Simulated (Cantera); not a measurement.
**Thermodynamics of tantalum, niobium, vanadium and zirconium in process gases, feed Zr + NH3 + H2**

A closed system holds: 1 mol Zr, 6.5 mol NH3, 410 mol H2, equilibrated at 7.43 Torr.

Method: chemical equilibrium by Gibbs-energy minimisation in Cantera with the NASA 1993 tables (ideal gas, pure condensed phases). Candidate condensed phases: Zr, ZrN; 11 gas species. ZrN: taken at fixed stoichiometry. Rates play no part.

```csv
T (K),x H2,x H,x N2,x Zr,n ZrN(s)
1600,0.993,0.000544,0.00651,<1e-12,1.00
1800,0.990,0.00358,0.00650,<1e-12,1.00
2000,0.977,0.0162,0.00646,5.46e-10,1.00
2200,0.939,0.0548,0.00633,1.03e-7,1.000
2400,0.847,0.147,0.00603,8.20e-6,0.996
2600,0.677,0.317,0.00564,0.000333,0.833
2800,0.444,0.548,0.00556,0.00171,0
```
x: gas mole fraction; n: condensed amount in mol.

From 1600 K to 2600 K the condensed part is ZrN(s). At 2800 K nothing is condensed.
